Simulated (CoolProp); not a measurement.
A simple Rankine cycle with chlorine: condensing at 306.15 K, boiler at 3.87 MPa, turbine inlet 388 K, turbine efficiency 0.75, pump efficiency 0.7, no recuperator. Each further row changes one setting.

Model: reference Helmholtz-energy equation of state, Thol 2021, in CoolProp.

| case | thermal efficiency (%) | net work (kJ/kg) | heat in (kJ/kg) | turbine exit temperature (K) | volume ratio over the turbine |
|---|---|---|---|---|---|
| as stated | 11.3 | 28.7 | 253 | 306.2 | 3.52 |
| turbine inlet 408 K | 11.7 | 31.6 | 270 | 306.2 | 3.31 |
| condensing temperature 298.15 K | 12.6 | 33.0 | 261 | 298.1 | 4.26 |
| boiler pressure 2.71 MPa | 9.2 | 24.7 | 270 | 311.7 | 2.41 |
| turbine efficiency 0.65 | 9.7 | 24.5 | 253 | 306.2 | 3.58 |

The expansion ends wet for: as stated; turbine inlet 408 K; condensing temperature 298.15 K; turbine efficiency 0.65.
